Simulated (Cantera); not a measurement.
**Adiabatic ignition**

An adiabatic, constant-volume homogeneous reactor starts with C3H8 : O2 : N2 = 1 : 9.62 : 36.2 (molar parts), equivalence ratio 0.52, at 1498 K and 14.0 bar.

Computed with Cantera and GRI-Mech 3.0 (53 species, 325 reactions). GRI-Mech 3.0 was tuned for natural gas; its chemistry of propane as a main component is partial and can be far from experiment. The pressure lies above the range GRI-Mech 3.0 was tuned for (to about 10 atm).

```tsv
t (s)	T (K)	P (bar)	x C3H8	x O2	x H2O2	x H2O	x C2H	x NO
7.00e-6	1503	14.1	0.0175	0.203	1.26e-5	0.00202	2.61e-11	1.11e-11
2.03e-5	2755	26.5	<1e-12	0.0954	1.39e-6	0.0766	<1e-12	0.000285
5.87e-5	2766	26.6	<1e-12	0.0936	1.44e-6	0.0770	<1e-12	0.00287
0.000170	2754	26.5	<1e-12	0.0908	1.39e-6	0.0773	<1e-12	0.00864
0.000492	2738	26.3	<1e-12	0.0869	1.32e-6	0.0776	<1e-12	0.0167
0.00142	2730	26.2	<1e-12	0.0851	1.29e-6	0.0777	<1e-12	0.0204
0.00412	2729	26.2	<1e-12	0.0850	1.29e-6	0.0777	<1e-12	0.0206
0.0119	2729	26.2	<1e-12	0.0850	1.29e-6	0.0777	<1e-12	0.0206
0.0345	2729	26.2	<1e-12	0.0850	1.29e-6	0.0777	<1e-12	0.0206
0.100	2729	26.2	<1e-12	0.0850	1.29e-6	0.0777	<1e-12	0.0206
```
x: mole fraction; the columns are a selection and need not sum to one.

The time of steepest temperature rise is 15.9 µs and the temperature at 0.100 s is 2729 K. The equilibrium temperature is 2729 K. The x(C3H8) at 0.100 s comes out as <1e-12 (gas-phase equilibrium <1e-12). The x(O2) at 0.100 s comes out as 0.0850 (gas-phase equilibrium 0.0850) and the x(H2O2) at 0.100 s is 1.29e-6 (gas-phase equilibrium 1.29e-6).
